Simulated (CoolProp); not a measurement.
Vapour-liquid equilibrium of R114 (1) + R113 (2) at 6.7 bar; x and y are mole fractions of (1).

The numbers come from the multi-fluid Helmholtz-energy mixture model, Platzer 1990 and Marx 1992; pair parameters Bell 2016 in CoolProp. This equation is an older, rougher fit; its heat capacities, sound speeds and derivatives of the liquid may be far off and weren't checked against measurements.

Task: Give the bubble temperature and the first vapour's composition at x = 0.125, 0.5, 0.875. Is there an azeotrope?

Result: x = 0.125: 109.4 °C, y = 0.265; x = 0.5: 86.1 °C, y = 0.736; x = 0.875: 70.2 °C, y = 0.953. No azeotrope shows between x = 0.05 and 0.95.

The pair parameters rest on a limited set of measurements; away from them the model extrapolates.
